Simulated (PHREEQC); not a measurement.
1.8 g of hydrous ferric oxide (600 m²/g; 0.2 weak and 0.005 strong sites per Fe, Dzombak-Morel constants, diffuse double layer) in 1 kg of water with 0.01 mol/kgw of an inert sodium salt and 0.00042 mol/kgw MgCl2, at 25 °C; the pH is set by adding NaOH or the inert anion's acid. Oxygen is held at 0.21 atm. No CO2 enters from the air. No solid was allowed to form.

All values are PHREEQC results (ion-association model, wateq4f.dat), not measurements.

```csv
pH,Mg sorbed (%),surface charge σ (C/m²),surface potential ψ (mV)
3,0.0,0.332,198
3.5,0.0,0.286,193
4,0.0,0.227,182
4.5,0.0,0.169,168
5,0.0,0.120,150
5.5,0.0,___,131
6,___,0.052,109
6.5,0.6,0.032,86
7,4.6,0.018,61
7.5,27.8,0.009,36
8,73.2,0.003,14
8.5,95.6,___,-11
9,99.5,-0.010,-37
```

Fill in the missing entries.


- 5.5, surface charge σ (C/m²): 0.081
- 6, Mg sorbed (%): 0.1
- 8.5, surface charge σ (C/m²): -0.003

The oxide is taken as insoluble; below pH 4 it would dissolve.
